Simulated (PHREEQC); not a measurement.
Consider water at 25 °C with 0.15 mol Pb(NO3)2, 0.00016 mol CuCl2, 0.00013 mol H2SO4 and 0.0001 mol NaCl per kg of water. Closed to the air; pH follows from the charge balance.

All values are PHREEQC results (ion-association model, wateq4f.dat), not measurements.

| quantity | before | after |
|---|---|---|
| pH | 3.66 | 3.66 |
| ionic strength (mol/kgw) | 0.310 | 0.310 |
| NO3- (mol/kgw) | 0.230 | 0.230 |
| Pb+2 (mol/kgw) | 0.0797 | 0.0798 |
| PbNO3+ (mol/kgw) | 0.0700 | 0.0700 |
| Cl- (mol/kgw) | 0.000227 | 8.87e-5 |
| SI of Larnakite (PbO:PbSO4) | -0.77 | -0.77 |
| SI of Pb(OH)2 (Pb(OH)2) | -2.47 | -2.47 |

**Question.** Which change was made?
(A) temperature from 25 to 5 °C
(B) CuCl2 from 0.00016 to 3.2e-05 mol/kgw
(C) diluted 100-fold with water

**Answer.** B, CuCl2 from 0.00016 to 3.2e-05 mol/kgw

This is a speciation only: nothing precipitates in the calculation. Some of these states are supersaturated (in Anglesite, for instance).
